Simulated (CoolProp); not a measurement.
Octamethylcyclotetrasiloxane (D4) along the isotherm 346.85 °C: density (kg/m³) from the reference equation and from simpler models built on Tc = 313.4 °C, pc = 1.347 MPa, ω = 0.598; each cubic takes its own stable root.

Values from CoolProp's reference Helmholtz-energy equation of state, Thol 2015.

```csv
p (MPa),phase,reference
0.306,gas,18.87
0.612,gas,40.97
0.919,gas,67.95
1.22,gas,102.0
1.53,supercritical,151.5
1.84,supercritical,232.1
2.14,supercritical,332.9
2.45,supercritical,401.0
2.76,supercritical,439.6
3.06,supercritical,464.4
3.37,supercritical,483.4
```

Problem. How far does each simpler model (van der Waals, Redlich-Kwong, Soave-Redlich-Kwong, Peng-Robinson) lie from the reference over these 11 states: mean and median of the absolute difference, and the worst?

Solution. 
- van der Waals: mean 10.5 %, median 9.4 %, worst -22.1 % at 346.85 °C and 3.37 MPa
- Redlich-Kwong: mean 5.3 %, median 5.2 %, worst +16.8 % at 346.85 °C and 1.84 MPa
- Soave-Redlich-Kwong: mean 8.5 %, median 8.3 %, worst -16.2 % at 346.85 °C and 2.45 MPa
- Peng-Robinson: mean 4.1 %, median 2.4 %, worst -9.2 % at 346.85 °C and 2.45 MPa
